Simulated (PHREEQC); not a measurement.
Make-up at 25 °C: 2.1 mmol/kgw Fe(NO3)3. Closed to the air; pH follows from the charge balance.

Equilibrium calculation in PHREEQC: ion-association model, phreeqc.dat.

### Question
The ionic strength comes out as 0.00960 mol/kgw. What activity coefficients do Fe3(OH)4+5, Fe+3, NO3-, Fe(OH)2+, H+ get?

### Answer
Fe3(OH)4+5 0.079, Fe+3 0.45, NO3- 0.90, Fe(OH)2+ 0.91, H+ 0.91.

This is a speciation only: nothing precipitates in the calculation. Examples of supersaturated solids here: Hematite (slow to form), Goethite (slow to form). Others may be too.
